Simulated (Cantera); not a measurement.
What does this Cantera script print?

```python
import numpy as np
import cantera as ct

gas_names = [...]  # 95 gases of nasa_gas.yaml made of C, F, H
cond_names = """
    C(gr) C6H6(L) C7H8(L) C8H18(L),n-octa
""".split()


# ... load() reads the species with a 1 bar reference pressure and builds the phases ...
atoms = {
    'CHF3': {'C': 1, 'H': 1, 'F': 3},
}
top_T = {'C(gr)': 4500}  # K; cautious upper limits of use, not melting points


# ... equilibrate(T, P, feed) seeds the gas with the atoms and calls Mixture.equilibrate('TP', solver="gibbs", rtol=1e-10, max_steps=50000) ...
results = []
feed = {'CHF3': 1}  # mol
P = 133.322  # Pa
for T in [1875, 1925, 1975, 2025, 2075, 2125, 2175, 2225, 2275, 2325, 2375, 2425, 2475, 2525]:
    mix = equilibrate(T, P, feed)
    results.append((T, P, feed, dict(zip(mix.species_names, mix.species_moles))))
    x = sorted(zip(gas.X, gas.species_names), reverse=True)
    print(f"T = {T:g} K  P = {P:g} Pa  gas = {mix.phase_moles(0):.4g} mol")
    print("   x: " + "  ".join(f"{s} {v:.3e}" for v, s in x if v > 1e-05))
    print("   condensed (mol): " + ("  ".join(f"{mix.phase(i).name} {mix.phase_moles(i):.4g}"
          for i in range(1, mix.n_phases) if mix.phase_moles(i) > 1e-12) or "none"))
```

Output:

```
T = 1875 K  P = 133.322 Pa  gas = 1.582 mol
   x: HF 6.319e-01  CF4 2.792e-01  CF2 5.338e-02  F 3.303e-02  CF3 2.368e-03  CF 7.917e-05
   condensed (mol): C(gr) 0.4698
T = 1925 K  P = 133.322 Pa  gas = 1.634 mol
   x: HF 6.121e-01  CF4 2.500e-01  CF2 8.003e-02  F 5.448e-02  CF3 3.172e-03  CF 1.719e-04
   condensed (mol): C(gr) 0.4554
T = 1975 K  P = 133.322 Pa  gas = 1.71 mol
   x: HF 5.848e-01  CF4 2.109e-01  CF2 1.137e-01  F 8.620e-02  CF3 3.985e-03  CF 3.530e-04
   condensed (mol): C(gr) 0.4375
T = 2025 K  P = 133.322 Pa  gas = 1.818 mol
   x: HF 5.500e-01  CF4 1.632e-01  CF2 1.513e-01  F 1.302e-01  CF3 4.609e-03  CF 6.826e-04
   condensed (mol): C(gr) 0.4186
T = 2075 K  P = 133.322 Pa  gas = 1.96 mol
   x: HF 5.101e-01  F 1.865e-01  CF2 1.856e-01  CF4 1.118e-01  CF3 4.785e-03  CF 1.236e-03
   condensed (mol): C(gr) 0.4053
T = 2125 K  P = 133.322 Pa  gas = 2.126 mol
   x: HF 4.704e-01  F 2.513e-01  CF2 2.064e-01  CF4 6.538e-02  CF3 4.347e-03  CF 2.081e-03  H 1.227e-05
   condensed (mol): C(gr) 0.4085
T = 2175 K  P = 133.322 Pa  gas = 2.29 mol
   x: HF 4.366e-01  F 3.179e-01  CF2 2.067e-01  CF4 3.212e-02  CF3 3.414e-03  CF 3.254e-03  H 1.941e-05
   condensed (mol): C(gr) 0.4378
T = 2225 K  P = 133.322 Pa  gas = 2.432 mol
   x: HF 4.112e-01  F 3.798e-01  CF2 1.884e-01  CF4 1.352e-02  CF 4.757e-03  CF3 2.356e-03  H 3.186e-05
   condensed (mol): C(gr) 0.4916
T = 2275 K  P = 133.322 Pa  gas = 2.546 mol
   x: F 4.339e-01  HF 3.927e-01  CF2 1.601e-01  CF 6.590e-03  CF4 5.101e-03  CF3 1.480e-03  H 5.373e-05
   condensed (mol): C(gr) 0.5587
T = 2325 K  P = 133.322 Pa  gas = 2.639 mol
   x: F 4.798e-01  HF 3.789e-01  CF2 1.298e-01  CF 8.756e-03  CF4 1.802e-03  CF3 8.743e-04  H 9.178e-05  C3 1.981e-05
   condensed (mol): C(gr) 0.6271
T = 2375 K  P = 133.322 Pa  gas = 2.716 mol
   x: F 5.176e-01  HF 3.680e-01  CF2 1.018e-01  CF 1.126e-02  CF4 6.127e-04  CF3 4.965e-04  H 1.574e-04  C3 4.796e-05  C 2.044e-05
   condensed (mol): C(gr) 0.6893
T = 2425 K  P = 133.322 Pa  gas = 2.781 mol
   x: F 5.476e-01  HF 3.593e-01  CF2 7.805e-02  CF 1.409e-02  CF3 2.747e-04  H 2.694e-04  CF4 2.040e-04  C3 1.118e-04  C 4.311e-05  C2 1.016e-05
   condensed (mol): C(gr) 0.7413
T = 2475 K  P = 133.322 Pa  gas = 2.834 mol
   x: F 5.705e-01  HF 3.524e-01  CF2 5.887e-02  CF 1.723e-02  H 4.589e-04  C3 2.517e-04  CF3 1.495e-04  C 8.822e-05  CF4 6.734e-05  C2 2.308e-05
   condensed (mol): C(gr) 0.7811
T = 2525 K  P = 133.322 Pa  gas = 2.877 mol
   x: F 5.870e-01  HF 3.468e-01  CF2 4.393e-02  CF 2.068e-02  H 7.761e-04  C3 5.479e-04  C 1.754e-04  CF3 8.073e-05  C2 5.072e-05  CF4 2.225e-05
   condensed (mol): C(gr) 0.8082
```

Cantera equilibrium calculation (NASA polynomials, part measured and part estimated; ideal gas, pure solids and liquids). Gases not in the tables: C2F6 and larger saturated fluorocarbons.
